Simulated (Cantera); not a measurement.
**Moist CO burnout**

An isothermal, constant-pressure homogeneous reactor starts with 2.13 % CO, 2.75 % O₂, 6.47 % H₂O, 88.7 % N₂, equivalence ratio 0.39, at 1075 K and 100.0 Torr.

Cantera simulation using GRI-Mech 3.0 (53 species, 325 reactions); the numbers are that mechanism's predictions, not measurements.

```json
[
 {"t (s)": "5.00e-5", "x CO": "0.0213", "x O₂": "0.0275", "x H₂O": "0.0647", "x H₂": "<1e-12", "x N₂O": "<1e-12"},
 {"t (s)": "0.000210", "x CO": "0.0213", "x O₂": "0.0275", "x H₂O": "0.0647", "x H₂": "<1e-12", "x N₂O": "<1e-12"},
 {"t (s)": "0.000879", "x CO": "0.0213", "x O₂": "0.0275", "x H₂O": "0.0647", "x H₂": "1.49e-11", "x N₂O": "<1e-12"},
 {"t (s)": "0.00368", "x CO": "0.0213", "x O₂": "0.0275", "x H₂O": "0.0647", "x H₂": "2.25e-9", "x N₂O": "<1e-12"},
 {"t (s)": "0.0154", "x CO": "0.0186", "x O₂": "0.0262", "x H₂O": "0.0640", "x H₂": "0.000401", "x N₂O": "4.62e-9"},
 {"t (s)": "0.0647", "x CO": "0.000562", "x O₂": "0.0173", "x H₂O": "0.0652", "x H₂": "0.000151", "x N₂O": "2.96e-8"},
 {"t (s)": "0.271", "x CO": "2.67e-5", "x O₂": "0.0170", "x H₂O": "0.0654", "x H₂": "6.49e-6", "x N₂O": "3.70e-8"},
 {"t (s)": "1.14", "x CO": "1.20e-6", "x O₂": "0.0170", "x H₂O": "0.0654", "x H₂": "4.00e-7", "x N₂O": "3.90e-8"},
 {"t (s)": "4.77", "x CO": "3.68e-8", "x O₂": "0.0170", "x H₂O": "0.0654", "x H₂": "3.69e-8", "x N₂O": "3.92e-8"},
 {"t (s)": "20.0", "x CO": "2.31e-9", "x O₂": "0.0170", "x H₂O": "0.0654", "x H₂": "6.08e-9", "x N₂O": "3.73e-8"}
]
```
x: mole fraction; the columns are a selection and need not sum to one.

Equilibrium at this temperature and pressure: CO 2.96e-10, O₂ 0.0170, H₂O 0.0654, H₂ 9.69e-10, N₂O 6.14e-10 (gas phase only).
